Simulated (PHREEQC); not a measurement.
## Silver or lead bath (model solution)

Consider water at 25 °C with 0.0098 mol Pb(NO3)2 and 0.24 mol HNO3 per kg of water. It is in equilibrium with CO2 at log p = -2 (atm). Otherwise closed; pH follows from the charge balance.

Computed with PHREEQC (ion-association model, phreeqc.dat).

Each row changes one thing in this solution. This is a speciation only: nothing precipitates in the calculation.

```
case                                      pH  ionic strength (mol/kgw)  PbNO3+ (mol/kgw)  Pb+2 (mol/kgw)  (CO2)2 (mol/kgw)  PbHCO3+ (mol/kgw)  SI of Cerussite (PbCO3)  SI of Pb(OH)2 (Pb(OH)2)
--------------------------------------  ----  ------------------------  ----------------  --------------  ----------------  -----------------  -----------------------  -----------------------
as made                                 0.72                     0.260           0.00493         0.00487           2.00e-9            1.23e-9                    -8.42                    -9.55
temperature from 25 to 35 °C            0.72                     0.260           0.00488         0.00492           1.66e-9            1.05e-9                    -8.53                    -9.22
0.0074 mol/kgw NaCl added               0.72                     0.267           0.00473         0.00470           2.00e-9            1.18e-9                    -8.43                    -9.57
0.078 mol/kgw NaOH added                0.89                     0.260           0.00493         0.00487           2.00e-9            1.82e-9                    -8.08                    -9.21
HNO3 from 0.24 to 1.2 mol/kgw            [?]                      1.21           0.00829         0.00151           1.61e-9           1.12e-10                   -10.08                   -11.23
diluted 100-fold with water             2.64                   0.00269           2.90e-6             [?]           2.12e-9            4.23e-9                    -5.85                    -6.99
HNO3 from 0.24 to 0.024 mol/kgw         1.69                    0.0492           0.00212         0.00768           2.10e-9            2.50e-8                    -6.10                    -7.23
Pb(NO3)2 from 0.0098 to 0.098 mol/kgw   0.73                     0.420            0.0567          0.0413           1.93e-9            1.03e-8                    -7.49                    -8.62
Pb(NO3)2 from 0.0098 to 0.0108 mol/kgw  0.72                     0.262           0.00545         0.00535           2.00e-9            1.35e-9                    -8.38                    -9.51
```

**Question.** What belongs in the gaps?

**Answer.** 
- HNO3 from 0.24 to 1.2 mol/kgw, pH: 0.05
- diluted 100-fold with water, Pb+2 (mol/kgw): 9.51e-5

The ionic strength passes 0.7 mol/kgw, the rough limit of the ion-association models, in HNO3 from 0.24 to 1.2 mol/kgw. Complexes and solids missing from the database can't appear.
